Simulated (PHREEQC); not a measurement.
Consider water at 25 °C with 69 mmol/kgw TMAH, 0.0047 mmol/kgw H4SiO4 and 52 mmol/kgw (CH3)4NCl. Closed to the air; pH follows from the charge balance.

Equilibrium calculation in PHREEQC: ion-association model, phreeqc.dat.

```csv
quantity,before,after
pH,12.71,10.82
H3SiO4- (mol/kgw),2.73e-6,4.26e-8
H2SiO4-2 (mol/kgw),1.97e-6,2.13e-10
H4SiO4 (mol/kgw),2.66e-9,4.23e-9
SI of Quartz (SiO2),-4.58,-4.39
```

Q: What was changed between the two runs?
A. diluted 100-fold with water
B. (CH3)4NCl left out
C. (CH3)4NCl from 0.052 to 0.0468 mol/kgw
D. diluted 10-fold with water
E. TMAH from 0.069 to 0.138 mol/kgw

A: A, diluted 100-fold with water

No solid was allowed to form. (CH3)4N+ isn't in the database: it is added as a free cation with an ion size of 4 Å.
